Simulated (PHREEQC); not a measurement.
0.034 g of hydrous ferric oxide (600 m²/g; 0.2 weak and 0.005 strong sites per Fe, Dzombak-Morel constants, diffuse double layer) in 1 kg of water with 0.005 mol/kgw of an inert sodium salt and 8.6e-05 mmol/kgw MnCl2, at 25 °C; the pH is set by adding NaOH or the inert anion's acid. The system is closed to oxygen. No CO2 enters from the air. Nothing may precipitate in this run.

Equilibrium calculation in PHREEQC: ion-association model, wateq4f.dat.

| pH | Mn sorbed (%) | surface charge σ (C/m²) | surface potential ψ (mV) |
|---|---|---|---|
| 3 | 0.0 | 0.302 | 215 |
| 3.5 | 0.0 | 0.242 | 207 |
| 4.5 | 0.0 | 0.131 | 177 |
| 5 | 0.0 | 0.090 | 158 |
| 6 | 0.5 | 0.038 | 114 |
| 6.5 | 4.3 | 0.023 | 89 |
| 7.5 | 78.3 | 0.006 | 34 |
| 8 | 97.1 | 0.001 | 6 |
| 9 | 100.0 | -0.009 | -50 |
| 9.5 | 100.0 | -0.018 | -77 |
| 10.5 | 100.0 | -0.050 | -127 |
| 11 | 100.0 | -0.081 | -148 |

The oxide is taken as insoluble; below pH 4 it would dissolve.
